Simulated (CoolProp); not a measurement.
Properties of methane along the isobar 1.1 MPa.

The numbers come from the reference Helmholtz-energy equation of state, Setzmann 1991 in CoolProp.

```
T (K)   phase  cp (kJ/(kg K))  Joule-Thomson coefficient (K/MPa)  Prandtl number
-----  ------  --------------  ---------------------------------  --------------
109.4  liquid           3.454                            -0.4296            2.29
119.8  liquid           3.533                            -0.3826            2.03
130.2  liquid           3.643                            -0.3159            1.88
140.6  liquid           3.806                            -0.2167            1.80
161.5     gas           2.645                              14.96           0.882
171.9     gas           2.495                              13.00           0.852
182.3     gas           2.404                              11.48           0.828
192.8     gas           2.344                              10.24           0.810
203.2     gas           2.303                              9.228           0.799
213.6     gas           2.276                              8.371           0.790
224       gas           2.259                              7.635           0.781
```

Viscosity comes from a separate model (Quiñones-Cisneros 2006). Thermal conductivity comes from a separate model (Friend 1989).
